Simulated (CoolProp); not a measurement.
The fluid at 298.15 K and 0.0469 MPa flows at 8.2 m/s in a round tube of 12.7 mm bore and 45 µm roughness, fully developed (64/Re and Nu = 3.66 if laminar; Colebrook and Gnielinski if turbulent). The same conditions are run with several fluids, on thermodynamics alone (safety and materials aside).

Computed with CoolProp (reference Helmholtz-energy equation of state of each fluid (R245fa: Akasaka 2015; R152A: Outcalt 1996; sulfur hexafluoride: Guder 2009)).

Rank R245fa, R152A, sulfur hexafluoride by Reynolds number, highest first.

R245fa (22700), sulfur hexafluoride (19000), R152A (11800)

| fluid | Darcy friction factor | pressure drop (Pa/m) | heat-transfer coefficient (W/(m² K)) | mass flow (kg/h) |
|---|---|---|---|---|
| R245fa | 0.0318 | 217 | 87.3 | 9.64 |
| R152A | 0.0348 | 116 | 47.8 | 4.72 |
| sulfur hexafluoride | 0.0325 | 239 | 66.7 | 10.4 |

Transport values come from each fluid's own correlations; those of R245fa, R152A are estimates that may be off by 10 % or more.
